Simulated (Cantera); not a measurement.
Input: 1 mol SiCl4, 1.6 mol Cl2, 0.34 mol H2, held at 1223.15 K and 500000 Pa.

Cantera equilibrium calculation (NASA polynomials, part measured and part estimated; ideal gas, pure solids and liquids). Candidate condensed phases: Si; 19 gas species. Kinetics and transport are ignored.

What is the equilibrium state?


```
Item                                 Result
--------------------------------  ---------
x(Cl2)                                0.427
x(SiCl4)                              0.340
x(HCl)                                0.231
x(Cl)                               0.00175
gas amount                        2.943 mol
log10 activity of Si(s) (absent)     -21.88
```
